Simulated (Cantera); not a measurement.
Predominance diagram of Cu at 1825 K against the partial pressures of O2 and H2O (log10, bar). Cantera with NASA thermochemical tables; ideal gases at 1 bar, condensed phases pure. Candidates: Cu(l), Cu2O(l). Only these pure phases compete in this equilibrium. 

```
log p(H2O) \ log p(O2)
        columns: -17, -16.2, -15.3, -14.4, -13.6, -12.8, -11.9, -11, -10.2, -9.4, -8.5, -7.6, -6.8, -6, -5.1, -4.2, -3.4, -2.6, -1.7, -0.9, 0
      0  A A A A A A A A B B B B B B B B B B C C C
   -0.6  A A A A A A A B B B B B B B B B B B C C C
   -1.1  A A A A A A B B B B B B B B B B B B C C C
   -1.7  A A A A B B B B B B B B B B B B B B C C C
   -2.3  A A A B B B B B B B B B B B B B B B C C C
   -2.9  A A B B B B B B B B B B B B B B B B C C C
   -3.4  B B B B B B B B B B B B B B B B B B C C C
     -4  B B B B B B B B B B B B B B B B B B C C C
   -4.6  B B B B B B B B B B B B B B B B B B C C C
   -5.1  B B B B B B B B B B B B B B B B B B C C C
   -5.7  B B B B B B B B B B B B B B B B B B C C C
   -6.3  B B B B B B B B B B B B B B B B B B C C C
   -6.9  B B B B B B B B B B B B B B B B B B C C C
   -7.4  B B B B B B B B B B B B B B B B B B C C C
     -8  B B B B B B B B B B B B B B B B B B C C C
```

A: out of reach (another gas would pass 10 bar, or a non-metal would condense); B: Cu(l); C: Cu2O(l).
